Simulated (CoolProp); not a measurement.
The fluid at 401.12 K and 10.4 MPa is throttled through a valve to 3.13 MPa with no heat exchange. The same conditions are run with several fluids, on thermodynamics alone (safety and materials aside).

Values from CoolProp's reference Helmholtz-energy equation of state of each fluid (R125: Lemmon 2005; propane: Lemmon 2009; nitrous oxide: Lemmon 2006; c-C4F8 (RC318): Platzer 1990; hydrogen chloride: Thol 2018). The equations of Platzer and Polt are older, rougher fits.

Task: Rank R125, propane, nitrous oxide, c-C4F8 (RC318), hydrogen chloride by temperature change (K), highest first.

Result: c-C4F8 (RC318) (-10.6), nitrous oxide (-43.3), R125 (-47.1), propane (-48.0), hydrogen chloride (-59.8)

```csv
fluid,final phase,final density (kg/m³)
R125,gas,188
propane,"two-phase, vapour fraction 0.731",106
nitrous oxide,gas,51.3
c-C4F8 (RC318),supercritical,870
hydrogen chloride,gas,46.1
```
